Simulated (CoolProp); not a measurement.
Properties of nitrogen along the isotherm -197.65 °C.

Computed with CoolProp (reference Helmholtz-energy equation of state, Span 2000).

| p (MPa) | phase | viscosity (µPa s) | conductivity (mW/(m K)) |
|---|---|---|---|
| 1.13 | liquid | … | 150 |
| 2.26 | liquid | 179 | 151 |
| 3.4 | liquid | 182 | … |
| 4.53 | liquid | 185 | 153 |
| 5.66 | liquid | 188 | 154 |
| 6.79 | liquid | 191 | 155 |
| 7.92 | liquid | … | 156 |
| 9.06 | liquid | 197 | 158 |
| 10.2 | liquid | 200 | 159 |
| 11.3 | liquid | 203 | … |
| 12.5 | liquid | 206 | … |
| 13.6 | liquid | 209 | 162 |
| 14.7 | liquid | … | … |
| 15.8 | liquid | 215 | 164 |
| 17 | liquid | 218 | 165 |

Problem. Fill in the missing entries.

Solution. 
- 1.13, viscosity (µPa s): 176
- 3.4, conductivity (mW/(m K)): 152
- 7.92, viscosity (µPa s): 194
- 11.3, conductivity (mW/(m K)): 160
- 12.5, conductivity (mW/(m K)): 161
- 14.7, viscosity (µPa s): 212
- 14.7, conductivity (mW/(m K)): 163

Viscosity comes from a separate model (Lemmon 2004). Thermal conductivity comes from a separate model (Lemmon 2004).
